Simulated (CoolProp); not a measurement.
The fluid at 113.27 K and 1.35 MPa (liquid) is heated at constant pressure to 210 K. The same conditions are run with several fluids, on thermodynamics alone (safety and materials aside).

Values from CoolProp's reference Helmholtz-energy equation of state of each fluid (oxygen: Schmidt 1985; propane: Lemmon 2009; ethylene: Smukala 2000; ethane: Bücker 2006; propylene: Lemmon 2013).

| fluid | heat (kJ/kg) | final phase | final density (kg/m³) |
|---|---|---|---|
| oxygen | 277 | gas | 25.6 |
| propane | 197 | liquid | 606 |
| ethylene | 236 | liquid | 506 |
| ethane | 230 | liquid | 512 |
| propylene | 201 | liquid | 630 |
